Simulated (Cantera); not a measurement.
## Sublimation and decomposition of ceramics: ZrN + H2

A closed system holds: 1 mol ZrN, 0.16 mol H2, held at 3980 Torr.

Method: chemical equilibrium by Gibbs-energy minimisation in Cantera with the NASA 1993 tables (ideal gas, pure condensed phases). Candidate condensed phases: Zr, ZrN; 22 gas species. Ions and electrons are included (thermal ionisation). Each liquid is taken as pure. Mutual solubility and eutectic melting of coexisting phases are not modelled. ZrN: taken at fixed stoichiometry. Condensed phases not in the tables: N, O or C dissolved in the metal. Equilibrium is a limit: real reactors are often held back by kinetics, nucleation or transport.

```
T (K)  log p H2  log p N2  log p H  log p Zr  log p N  n ZrN(s)   n Zr(l)  n ZrN(l)
-----  --------  --------  -------  --------  -------  --------  --------  --------
2500       0.72     -5.64    -1.24     -5.55    -9.35      1.00         0         0
2750       0.71     -4.21    -0.81     -4.46    -7.72     1.000         0         0
3000       0.69     -3.03    -0.45     -3.56    -6.37     1.000         0         0
3250       0.66     -2.04    -0.16     -2.80    -5.23         0  0.000533     0.999
3500       0.61     -1.35     0.08     -2.14    -4.33         0   0.00286     0.997
3750       0.52     -0.74     0.26     -1.58    -3.54         0    0.0130     0.986
4000       0.35     -0.21     0.38     -1.09    -2.85         0    0.0547     0.942
4250      -0.03      0.26     0.36     -0.66    -2.25         0     0.266     0.718
4500      -0.70      0.48     0.19     -0.28    -1.81         0     0.912         0
4750      -1.03      0.41     0.16      0.07    -1.54         0     0.774         0
5000      -1.54      0.25     0.04      0.37    -1.35         0     0.343         0
```
log p: log10 of the partial pressure in bar; n: condensed amount in mol.

From 2500 K to 3000 K the condensed part is ZrN(s). From 3250 K to 4250 K the condensed part is Zr(l) + ZrN(l). From 4500 K to 5000 K the condensed part is Zr(l). The main Zr-bearing gas is Zr throughout.
